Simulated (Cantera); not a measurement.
A closed system holds: 1 mol Si, 0.75 mol H2, held at 750 Torr.

Method: chemical equilibrium by Gibbs-energy minimisation in Cantera with the NASA 1993 tables (ideal gas, pure condensed phases). Candidate condensed phases: Si; 9 gas species. Gases not in the tables: Si2H6 and higher silanes. The numbers say what is thermodynamically allowed, not how fast it happens. All values below are at 1400 °C.

Base state: H2 1.000, H 0.000114, SiH2 1.10e-5 (mole fractions); condensed: Si(s).

Q: What changes in the equilibrium state with this change: 0.61 mol H2O added?

A: 
```csv
species,before,after
H2,1.000,0.991
SiO,0,0.00864
H,0.000114,0.000113
H2O,0,1.72e-5
SiH2,1.10e-5,1.09e-5
"Si(s), mol",1.000,0.689
"SiO2(β-quartz), mol",0,0.299
```
Mutual solubility and eutectic melting of coexisting phases are not modelled. The tables hold silica as quartz up to 1696 K and as liquid above; real silica turns to tridymite and cristobalite and melts near 1996 K. Further candidate phases: H2O, SiO2.
